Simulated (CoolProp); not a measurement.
The numbers come from the reference Helmholtz-energy equation of state, Guder 2009 in CoolProp.

**Question.** For sulfur hexafluoride, give the phase and the density (kg/m³), isothermal compressibility (1/MPa) at 90.25 °C and 20.5 bar; 90.25 °C and 188 bar.

**Answer.** 
- 90.25 °C and 20.5 bar: gas; density 113, isothermal compressibility 0.563
- 90.25 °C and 188 bar: supercritical; density 1280, isothermal compressibility 0.0149
